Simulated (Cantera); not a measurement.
## Gas activation for diamond growth

An isothermal, constant-pressure homogeneous reactor starts with CH4 : H2 : H = 0.014 : 1 : 0.0026 (molar parts), at 2375 K and 150 Torr.

Model: GRI-Mech 3.0 (53 species, 325 reactions), integrated in Cantera. GRI-Mech 3.0 stops at C3 and has no aromatics, soot or wall deposition, so with more carbon than oxygen in the feed, carbon stays in small species such as C2H2 where larger ones or solid carbon would form.

| t (s) | x CH4 | x H2 | x H | x C2H6 | x C2H2 | x C2H4 |
|---|---|---|---|---|---|---|
| 2.00e-6 | 0.0132 | 0.984 | 0.00224 | 6.23e-8 | 6.34e-9 | 2.06e-7 |
| 1.50e-5 | 0.0129 | 0.983 | 0.00334 | 2.67e-7 | 2.21e-6 | 5.03e-6 |
| 0.000112 | 0.0108 | 0.976 | 0.0107 | 9.96e-7 | 0.000307 | 3.79e-5 |
| 0.000843 | 0.00226 | 0.969 | 0.0231 | 9.97e-8 | 0.00508 | 7.58e-6 |
| 0.00632 | 0.000148 | 0.964 | 0.0294 | 5.40e-10 | 0.00657 | 1.56e-6 |
| 0.0474 | 3.64e-5 | 0.962 | 0.0312 | 3.86e-11 | 0.00665 | 1.48e-6 |
| 0.356 | 3.60e-5 | 0.962 | 0.0312 | 3.78e-11 | 0.00665 | 1.48e-6 |
| 2.67 | 3.60e-5 | 0.962 | 0.0312 | 3.78e-11 | 0.00665 | 1.48e-6 |
| 20.0 | 3.60e-5 | 0.962 | 0.0312 | 3.78e-11 | 0.00665 | 1.48e-6 |
x: mole fraction; the columns are a selection and need not sum to one.

Equilibrium at this temperature and pressure: CH4 3.62e-5, H2 0.962, H 0.0312, C2H6 3.83e-11, C2H2 0.00665, C2H4 1.48e-6 (gas phase only).
